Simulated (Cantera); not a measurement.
A closed system holds: 1 mol MgCO₃, 1.4 mol C, 1.4 mol H₂O, at 773.15 K and 0.180 bar.

These are equilibrium values from Cantera (NASA tables, ideal gas, pure condensed phases), not measurements of a reactor. Candidate condensed phases: C, C₆H₆, C₇H₈, C₈H₁₈, H₂O, Mg, MgCO₃, MgO, Mg(OH)₂; 116 gas species. Rates play no part.

What is the equilibrium state?


| Quantity | Result |
|---|---|
| x(CO₂) | 0.437 |
| x(H₂) | 0.238 |
| x(H₂O) | 0.203 |
| x(CO) | 0.1000 |
| x(CH₄) | 0.0216 |
| n(C(graphite)) | 0.787 mol |
| n(MgO(s)) | 1.00 mol |
| gas amount | 2.888 mol |
| log10 activity of MgCO₃(s) (absent) | -2.21 |
| log10 activity of Mg(s) (absent) | -21.08 |
